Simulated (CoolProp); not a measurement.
Vapour-liquid equilibrium of cyclohexane (1) + n-nonane (2) at 12.7 kPa; x and y are mole fractions of (1).

Values from CoolProp's multi-fluid Helmholtz-energy mixture model, Zhou 2014 and Lemmon 2006; pair parameters Bell 2016.

Q: Give the bubble temperature and the first vapour's composition at x = 0.05, 0.65, 0.95. Is there an azeotrope?

A: x = 0.05: 349.6 K, y = 0.371; x = 0.65: 307.3 K, y = 0.971; x = 0.95: 298.7 K, y = 0.998. No azeotrope shows between x = 0.05 and 0.95.

The pair parameters rest on a limited set of measurements; away from them the model extrapolates. The gap from Raoult's law changes sign with composition, which may be real or a fault of the pair parameters; it wasn't checked against measurements.
